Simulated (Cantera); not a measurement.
Charge: 1 mol CH3Cl, 12 mol H2, at 1.00 Pa.

These are equilibrium values from Cantera (NASA tables, ideal gas, pure condensed phases), not measurements of a reactor. Candidate condensed phases: C, C6H6, C7H8, C8H18; 91 gas species. Equilibrium is a limit: real reactors are often held back by kinetics, nucleation or transport.

### Question
At 2148 K, list the 7 most abundant gas species with their mole fractions, and the condensed phases.

### Answer
H 0.684, H2 0.269, Cl 0.0299, HCl 0.0161, C2H2 (acetylene) 0.000516, C3 8.21e-5, C 5.92e-5. Condensed: C(graphite).
